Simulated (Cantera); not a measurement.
Mixture: CH₄ : C₂H₆ : C₃H₈ : O₂ : N₂ = 1 : 0.068 : 0.15 : 1.49 : 5.62 (molar parts), equivalence ratio 2.0, at 975 Torr, adiabatic and at constant pressure. Ignition delay is the time to a rise of 400 K.

Cantera simulation using GRI-Mech 3.0 (53 species, 325 reactions); the numbers are that mechanism's predictions, not measurements. GRI-Mech 3.0 was tuned for natural gas; its chemistry of propane as a main component is partial and can be far from experiment.

**Question.** What does this change do: 0.28 parts CO2 added?

**Answer.** 
```
quantity                                                before       after
--------------------------------------------------  ----------  ----------
delay at 1075 K                                        53.6 ms     56.1 ms
delay at 1125 K                                        23.6 ms     24.8 ms
delay at 1175 K                                        10.3 ms     10.8 ms
delay at 1225 K                                        4.59 ms     4.82 ms
delay at 1275 K                                        2.13 ms     2.25 ms
delay at 1325 K                                        1.05 ms     1.11 ms
apparent activation energy between 1225 and 1325 K  200 kJ/mol  200 kJ/mol
```
